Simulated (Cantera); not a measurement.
Cantera run, input and output.

```python
import numpy as np
import cantera as ct

gas = ct.Solution("gri30.yaml")
gas.TPX = 1823, 510000, {'C2H4': 1, 'O2': 4.92, 'N2': 18.5, 'H2O': 0.95}
reactor = ct.IdealGasConstPressureReactor(gas, energy="on", clone=False)
net = ct.ReactorNet([reactor])
net.rtol, net.atol = 1e-08, 1e-16
show = ['C2H4', 'O2', 'H2O', 'CH2O', 'C2H6', 'HCO']
times = np.geomspace(2e-06, 10, 13)

steps = ct.SolutionArray(gas, extra=["t"])
rows = []
print(f"{'t/s':>10s}{'T/K':>9s}{'P/Pa':>11s}" + "".join(f"{s:>11s}" for s in show))
for t in times:
    while net.time < t:
        t_next = net.step()
        steps.append(gas.state, t=t_next)
    rows.append([np.interp(t, steps.t, y) for y in (steps.T, steps.P, *steps(*show).X.T)])
    print(f"{t:10.3e}{rows[-1][0]:9.1f}{rows[-1][1]:11.4g}" + "".join(f"{x:11.3e}" for x in rows[-1][2:]))
rate = np.gradient(steps.T, steps.t)
print("integrator steps:", len(steps.t))
if steps.T.max() > steps.T[0] + 200:
    print(f"time of steepest temperature rise: {steps.t[rate.argmax()]:.4e} s")
gas.TPX = 1823, 510000, {'C2H4': 1, 'O2': 4.92, 'N2': 18.5, 'H2O': 0.95}
gas.equilibrate("HP")
print(f"equilibrium (HP): T = {gas.T:.1f} K  " + "  ".join(f"{s} {gas[s].X[0]:.3e}" for s in show))
```

Result:

```
       t/s      T/K       P/Pa       C2H4         O2        H2O       CH2O       C2H6        HCO
 2.000e-06   1848.8    5.1e+05  3.059e-02  1.844e-01  4.050e-02  1.092e-03  1.406e-05  1.114e-04
 7.232e-06   2566.8    5.1e+05  7.562e-22  8.015e-02  8.834e-02  3.192e-10  7.226e-28  1.000e-07
 2.615e-05   2804.9    5.1e+05  1.204e-24  7.667e-02  9.845e-02  1.461e-10  6.630e-31  2.338e-08
 9.457e-05   2825.1    5.1e+05  9.838e-25  7.501e-02  9.962e-02  1.330e-10  5.359e-31  1.956e-08
 3.420e-04   2816.2    5.1e+05  9.463e-25  7.166e-02  1.000e-01  1.305e-10  5.264e-31  1.886e-08
 1.237e-03   2805.9    5.1e+05  9.034e-25  6.787e-02  1.005e-01  1.277e-10  5.150e-31  1.810e-08
 4.472e-03   2804.6    5.1e+05  8.981e-25  6.739e-02  1.006e-01  1.274e-10  5.136e-31  1.801e-08
 1.617e-02   2804.6    5.1e+05  8.981e-25  6.739e-02  1.006e-01  1.274e-10  5.136e-31  1.801e-08
 5.848e-02   2804.6    5.1e+05  8.981e-25  6.739e-02  1.006e-01  1.274e-10  5.136e-31  1.801e-08
 2.115e-01   2804.6    5.1e+05  8.981e-25  6.739e-02  1.006e-01  1.274e-10  5.136e-31  1.801e-08
 7.647e-01   2804.6    5.1e+05  8.981e-25  6.739e-02  1.006e-01  1.274e-10  5.136e-31  1.801e-08
 2.765e+00   2804.6    5.1e+05  8.981e-25  6.739e-02  1.006e-01  1.274e-10  5.136e-31  1.801e-08
 1.000e+01   2804.6    5.1e+05  8.981e-25  6.739e-02  1.006e-01  1.274e-10  5.136e-31  1.801e-08
integrator steps: 1528
time of steepest temperature rise: 2.8083e-06 s
equilibrium (HP): T = 2804.6 K  C2H4 1.059e-24  O2 6.739e-02  H2O 1.006e-01  CH2O 1.274e-10  C2H6 9.618e-31  HCO 1.801e-08
```

Model: GRI-Mech 3.0 (53 species, 325 reactions), integrated in Cantera. GRI-Mech 3.0 was tuned for natural gas; its chemistry of ethylene as a main component is partial and can be far from experiment.
